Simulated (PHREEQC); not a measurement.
A column of 0.1 m (30 cells, dispersivity 0.005 m, 720 s a shift, diffusion coefficient 3e-10 m²/s) holds 0.044 eq of the database's cation exchanger X per kg of pore water, first in equilibrium with 0.027 mol NH4Cl and 1e-05 mol HCl per kg of water. It is flushed with 47 mmol/kgw KBr, 6.2 mmol/kgw NaCl and 0.01 mmol/kgw HCl, at 25 °C. Values are for the last cell. No CO2 enters from the air. No solid was allowed to form.

The series has 31 steps of pore volumes, from 0 to 4.017.

Computed with PHREEQC (ion-association model, phreeqc.dat).

Problem. After how many pore volumes does Br at the outlet first reach half of its feed value?

Solution. By 1.1 pore volumes.

Problem. After how many pore volumes does K at the outlet first reach half of its feed value?

Solution. By 1.9 pore volumes.

Problem. After how many pore volumes does Na at the outlet first reach half of its feed value?

Solution. By 1.2 pore volumes.

Species that the database lacks are ignored.
